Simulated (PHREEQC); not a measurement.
PHREEQC input (Pitzer model, pitzer.dat):

```
SOLUTION 1
  temp 5
  units mol/kgw
  pH 7 charge
  S(6) 0.014
  K 0.788
  C(4) 0.38
END
USE solution 1
INCREMENTAL_REACTIONS false
REACTION 1
  H2O -1
  0 9.886 18.011 24.689 30.178 34.689 38.397 41.444
  43.949 46.007 47.699 49.089 50.232 51.172 moles
EQUILIBRIUM_PHASES 1
  Arcanite 0 0
  Kalicinite 0 0
  Misenite 0 0
  CO2(g) -3.4 10
SELECTED_OUTPUT 1
  -reset false
  -pH true
  -pe true
  -ionic_strength true
  -water true
  -activities H2O
  -totals C K S
  -molalities H+ K+ CO3-2 SO4-2 OH- HCO3- CO2 HSO4-
  -equilibrium_phases Arcanite Kalicinite Misenite
PRINT
  -reset false
END
```

Selected output (columns that matter, 14 of 14 rows; water left (kg) added in front):

```
water left (kg)	pH	mu	C	K	S	m_H+	m_K+	m_CO3-2	m_SO4-2	m_OH-	m_HCO3-	la_H2O	Arcanite
0.998302	10.144	1.0866	0.47801	0.78934	0.014024	1.7163e-10	0.78934	0.28328	0.014024	3.3297e-05	0.1947	-0.0080369	0
0.820346	10.177	1.3325	0.57154	0.96057	0.017066	1.7161e-10	0.96057	0.35489	0.017066	3.4709e-05	0.21662	-0.0096125	0
0.674102	10.21	1.6327	0.68439	1.169	0.020768	1.7217e-10	1.169	0.44302	0.020768	3.5739e-05	0.24135	-0.011515	0
0.553911	10.243	1.9991	0.82084	1.4226	0.025275	1.73e-10	1.4226	0.55121	0.025275	3.6288e-05	0.26961	-0.013828	0
0.455127	10.279	2.4458	0.98617	1.7314	0.030761	1.7372e-10	1.7314	0.68368	0.030761	3.6256e-05	0.30246	-0.016664	0
0.373946	10.317	2.9901	1.1869	2.1073	0.037439	1.7382e-10	2.1073	0.84545	0.037439	3.5557e-05	0.34144	-0.020179	0
0.307217	10.359	3.653	1.4313	2.565	0.04557	1.7266e-10	2.565	1.0425	0.04557	3.4122e-05	0.38882	-0.02459	0
0.25238	10.406	4.4594	1.7297	3.1223	0.055472	1.6954e-10	3.1223	1.2816	0.055472	3.1921e-05	0.44804	-0.030203	0
0.207289	10.46	5.4399	2.0954	3.8015	0.067539	1.6366e-10	3.8015	1.5709	0.067539	2.8975e-05	0.52449	-0.03744	0
0.170233	10.523	6.5867	2.5447	4.5995	0.0675	1.569e-10	4.5995	1.9198	0.0675	2.5422e-05	0.6249	-0.046614	0.0025093
0.13975	10.595	7.9355	3.0999	5.5442	0.05294	1.506e-10	5.5442	2.3384	0.05294	2.1367e-05	0.76154	-0.05839	0.0066017
0.114675	10.68	9.5834	3.7937	6.7089	0.040735	1.4204e-10	6.7089	2.8337	0.040735	1.6997e-05	0.96004	-0.073939	0.0093287
0.0939999	10.779	11.587	4.6768	8.1475	0.031192	1.313e-10	8.1475	3.4083	0.031192	1.2643e-05	1.2685	-0.094201	0.011068
0.0768938	10.892	14.002	5.8407	9.9335	0.024882	1.1919e-10	9.9335	4.0431	0.024882	8.6657e-06	1.7976	-0.11933	0.012087
```

Complexes and solids missing from the database can't appear. Away from 25 °C the constants follow the database's enthalpies or fits; those with neither stay at their 25 °C values.
